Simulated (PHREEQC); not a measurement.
30 mol of Gypsum (CaSO4:2H2O) is brought to equilibrium with 1 kg of water holding 0.2 mol/kgw CaCl2, at several temperatures. Oxygen is held at 0.21 atm. CO2 from the air is kept out. Only these solids could form: Gypsum.

Computed with PHREEQC (ion-association model, phreeqc.dat).

```
T (°C)  dissolved Ca (mol/kgw)  dissolved S (mol/kgw)
------  ----------------------  ---------------------
5                        0.206                0.00578
11                       0.206                0.00618
17                       0.206                0.00653
23                       0.207                0.00682
29                       0.207                0.00705
35                       0.207                0.00721
41                       0.207                0.00731
47                       0.207                0.00735
53                       0.207                0.00734
59                       0.207                0.00727
65                       0.207                0.00716
71                       0.207                0.00700
77                       0.207                0.00681
83                       0.207                0.00660
89                       0.206                0.00636
95                       0.206                0.00610
```

Species that the database lacks are ignored. At this temperature some constants are extrapolated from 25 °C, and those without enthalpy data are left unchanged. Outside its range of stability a hydrate's values are those of a metastable solid.
